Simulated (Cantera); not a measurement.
An adiabatic, constant-volume homogeneous reactor starts with H2 : O2 : N2 = 1 : 0.333 : 1.87 (molar parts), at 1600 K and 0.620 bar. Integrator tolerance rtol = 1e-08.

Detailed kinetics in Cantera: the H2/O2 subset of GRI-Mech 3.0, which has no nitrogen chemistry.

What does this change do: constant pressure in place of constant volume?


```
quantity                                                            before                                    after
---------------------------------  ---------------------------------------  ---------------------------------------
time of steepest temperature rise                                  19.6 µs                                  19.7 µs
temperature at 0.100 s                                              2875 K                                   2740 K
equilibrium temperature                                             2875 K                                   2740 K
x(H2) at 0.100 s                       0.113 (gas-phase equilibrium 0.113)      0.112 (gas-phase equilibrium 0.112)
x(O2) at 0.100 s                   0.00250 (gas-phase equilibrium 0.00250)  0.00165 (gas-phase equilibrium 0.00165)
x(H2O2) at 0.100 s                 1.43e-7 (gas-phase equilibrium 1.43e-7)  7.48e-8 (gas-phase equilibrium 7.48e-8)
x(O) at 0.100 s                    0.00358 (gas-phase equilibrium 0.00358)  0.00221 (gas-phase equilibrium 0.00221)
x(H) at 0.100 s                      0.0352 (gas-phase equilibrium 0.0352)    0.0282 (gas-phase equilibrium 0.0282)
x(HO2) at 0.100 s                  1.70e-6 (gas-phase equilibrium 1.70e-6)  8.51e-7 (gas-phase equilibrium 8.51e-7)
x(OH) at 0.100 s                     0.0185 (gas-phase equilibrium 0.0185)    0.0139 (gas-phase equilibrium 0.0139)
```
